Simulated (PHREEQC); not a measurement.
Dissolve 4.5 mmol/kgw HNO3, 58 mmol/kgw ZnSO4 and 0.044 mmol/kgw MgCl2 at 70 °C. Closed to the air; pH follows from the charge balance.

Computed with PHREEQC (ion-association model, phreeqc.dat).

| quantity | before | after |
|---|---|---|
| pH | 2.98 | 2.33 |
| ionic strength (mol/kgw) | 0.121 | 0.233 |
| SO4-2 (mol/kgw) | 0.0241 | 0.0437 |
| HSO4- (mol/kgw) | 0.00320 | 0.0210 |
| Cl- (mol/kgw) | 7.65e-5 | 8.39e-5 |
| MgSO4 (mol/kgw) | 2.78e-5 | 2.92e-5 |

Task: Which change was made?
A. MgCl2 from 4.4e-05 to 3.96e-05 mol/kgw
B. MgCl2 from 4.4e-05 to 4.84e-05 mol/kgw
C. HNO3 replaced by LiNO3 at the same molality
D. ZnSO4 replaced by Fe2(SO4)3 at the same molality
E. diluted 100-fold with water

Result: D, ZnSO4 replaced by Fe2(SO4)3 at the same molality

Precipitation was switched off in this run. Some of these states are supersaturated (in Hematite (slow to form), Goethite (slow to form), for instance). Constants without temperature data keep their 25 °C values here.
